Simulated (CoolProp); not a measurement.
Properties of R22 at several states.

The numbers come from the reference Helmholtz-energy equation of state, Kamei 1995 in CoolProp.

| T (K) | p (bar) | phase | density (kg/m³) | expansivity (1/kK) | viscosity (µPa s) |
|---|---|---|---|---|---|
| 499.2 | 0.873 | gas | 1.822 | 2.019 | 22.6 |
| 304.4 | 0.383 | gas | 1.315 | 3.343 | 14.1 |
| 300.2 | 0.114 | gas | 0.3956 | 3.349 | 13.9 |
| 165.1 | 239 | liquid | 1618 | 1.487 | 1290 |

Viscosity comes from a separate model (Bell 2016), an estimate that may be off by 10 % or more.
